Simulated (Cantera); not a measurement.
# Equilibrium for silicon nitride deposition: Si2Cl6 + NH3 + N2

Input: 1 mol Si2Cl6, 0.45 mol NH3, 52 mol N2, equilibrated at 0.133 bar.

These are equilibrium values from Cantera (NASA tables, ideal gas, pure condensed phases), not measurements of a reactor. Candidate condensed phases: NH4Cl, Si, Si3N4; 28 gas species. The feed counts by its element totals alone. The tables' values for SiCl3 are old estimates; treat these amounts as uncertain. The numbers say what is thermodynamically allowed, not how fast it happens.

| T (K) | x N2 | x HCl | x SiCl4 | x SiCl2 | x SiCl3 | n Si3N4(s) |
|---|---|---|---|---|---|---|
| 798 | 0.955 | 0.0210 | 0.0225 | 2.94e-11 | 7.63e-8 | 0.261 |
| 898 | 0.954 | 0.0217 | 0.0223 | 3.41e-9 | 1.25e-6 | 0.265 |
| 998 | 0.954 | 0.0223 | 0.0221 | 1.51e-7 | 1.17e-5 | 0.267 |
| 1098 | 0.954 | 0.0226 | 0.0220 | 3.31e-6 | 7.19e-5 | 0.268 |
| 1198 | 0.954 | 0.0229 | 0.0217 | 4.26e-5 | 0.000323 | 0.268 |
| 1298 | 0.954 | 0.0230 | 0.0209 | 0.000362 | 0.00112 | 0.262 |
| 1398 | 0.952 | 0.0230 | 0.0185 | 0.00215 | 0.00305 | 0.237 |
| 1498 | 0.949 | 0.0227 | 0.0128 | 0.00877 | 0.00594 | 0.163 |
| 1598 | 0.942 | 0.0218 | 0.00525 | 0.0224 | 0.00689 | 0.0291 |
x: gas mole fraction; n: condensed amount in mol.

From 798 K to 1598 K the condensed part is Si3N4(s). The main Si-bearing gas is SiCl4 at 798 K and SiCl2 at 1598 K.
